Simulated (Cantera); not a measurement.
What does this Cantera script print?

```python
import numpy as np
import cantera as ct

gas_names = """
    N NO NO2 NO3 N2 N2O O O2 O3 Si SiN SiO SiO2 Si2 Si2N Si3
""".split()
cond_names = """
    Si(cr) Si(L) SiO2(Lqz) SiO2(hqz) SiO2(L) Si2N2O(s) Si3N4(a)
""".split()


# ... load() reads the species with a 1 bar reference pressure and builds the phases ...
atoms = {
    'Si3N4': {'Si': 3, 'N': 4},
    'O2': {'O': 2},
    'N2': {'N': 2},
}
top_T = {'Si2N2O(s)': 2100, 'Si3N4(a)': 2400}  # K; cautious upper limits of use, not melting points


# ... equilibrate(T, P, feed) seeds the gas with the atoms and calls Mixture.equilibrate('TP', solver="vcs", rtol=1e-11, max_steps=5000) ...
results = []
feed = {'Si3N4': 1, 'O2': 0.0046, 'N2': 43}  # mol
T = 1025  # K
P = 100000  # Pa
mix = equilibrate(T, P, feed)
results.append((T, P, feed, dict(zip(mix.species_names, mix.species_moles))))
x = sorted(zip(gas.X, gas.species_names), reverse=True)
print(f"T = {T:g} K  P = {P:g} Pa  gas = {mix.phase_moles(0):.4g} mol")
print("   x: " + "  ".join(f"{s} {v:.3e}" for v, s in x if v > 0.001))
print("   condensed (mol): " + ("  ".join(f"{mix.phase(i).name} {mix.phase_moles(i):.4g}"
      for i in range(1, mix.n_phases) if mix.phase_moles(i) > 1e-12) or "none"))
```

Output:

```
T = 1025 K  P = 100000 Pa  gas = 43 mol
   x: N2 1.000e+00
   condensed (mol): Si2N2O(s) 0.0092  Si3N4(a) 0.9939
```

Cantera equilibrium calculation (NASA polynomials, part measured and part estimated; ideal gas, pure solids and liquids). Mutual solubility and eutectic melting of coexisting phases are not modelled.
